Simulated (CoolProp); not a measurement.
A single-stage vapour-compression cycle with n-hexane: evaporating at 326.15 K (dew point), condensing at 378.15 K (bubble point), superheat 8 K, subcooling 5 K, compressor efficiency 0.65, no pressure losses. Each further row changes one setting.

Computed with CoolProp (reference Helmholtz-energy equation of state, Thol 2019).

```
case                              cooling COP  pressure ratio  discharge temperature (K)  refrigerating effect (kJ/kg)  volumetric capacity (kJ/m³)
--------------------------------  -----------  --------------  -------------------------  ----------------------------  ---------------------------
as stated                                3.29            4.65                      378.1                           243                          468
evaporating temperature 331.15 K         3.81            3.91                      378.1                           252                          570
condensing temperature 373.15 K          3.77            4.10                      373.8                           256                          493
subcooling 10 K                          3.47            4.65                      378.1                           256                          493
superheat 18 K                           3.39            4.65                      387.7                           262                          488
compressor efficiency 0.55               2.79            4.65                      383.7                           243                          468
```

The compression ends wet for: as stated; evaporating temperature 331.15 K; subcooling 10 K.
